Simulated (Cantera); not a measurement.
Predominance diagram of Sr at 1225 K against the partial pressures of O2 and Cl2 (log10, bar). Source: NASA polynomial tables (part measured, part estimated), evaluated in Cantera. Candidates: Sr(l), SrCl2(l), SrO(s). Only these pure phases compete in this equilibrium. Not in the tables: the peroxide, oxide halides.

**Question.** Which phase is stable at these pairs, and which metal-bearing vapour leads over it? (-3.2, -16.2); (-6.3, -26.6); (-6.9, 1); (-3.2, -26.6); (-10, 1); (-3.2, -23.1); (-5.8, -2.4)

**Answer.** 
| log p(O2) | log p(Cl2) | phase | chief vapour | log p (bar) |
|---|---|---|---|---|
| -3.2 | -16.2 | SrO(s) | SrCl2 | -12.8 |
| -6.3 | -26.6 | SrO(s) | SrO | -16.1 |
| -6.9 | 1 | SrCl2(l) | SrCl2 | -5.6 |
| -3.2 | -26.6 | SrO(s) | SrO | -16.1 |
| -10 | 1 | SrCl2(l) | SrCl2 | -5.6 |
| -3.2 | -23.1 | SrO(s) | SrO | -16.1 |
| -5.8 | -2.4 | SrCl2(l) | SrCl2 | -5.6 |
